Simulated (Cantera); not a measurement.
Feed: 1 mol SiCl4, 1.9 mol Cl2, 11 mol H2, held at 0.170 bar.

Cantera equilibrium calculation (NASA polynomials, part measured and part estimated; ideal gas, pure solids and liquids). Candidate condensed phases: Si; 19 gas species. The tables' values for SiCl3 are old estimates; treat these amounts as uncertain. Kinetics and transport are ignored. All values below are at 1198 K.

Base state: H2 0.648, HCl 0.280, SiCl4 0.0655, SiHCl3 0.00408, SiCl3 0.00178, SiCl2 0.000428, SiH2Cl2 3.33e-5 (mole fractions); condensed: gas only.

What changes in the equilibrium state with this change: 0.085 mol HF added?


```tsv
species	before	after
H2	0.648	0.645
HCl	0.280	0.284
SiCl4	0.0655	0.0639
SiF4	0	0.00136
HF	0	0.000346
SiHF3	0	8.12e-5
SiF3	0	1.56e-5
SiH2Cl2	3.33e-5	3.12e-5
```
The tables' values for SiCl3, SiF3 are old estimates; treat these amounts as uncertain.
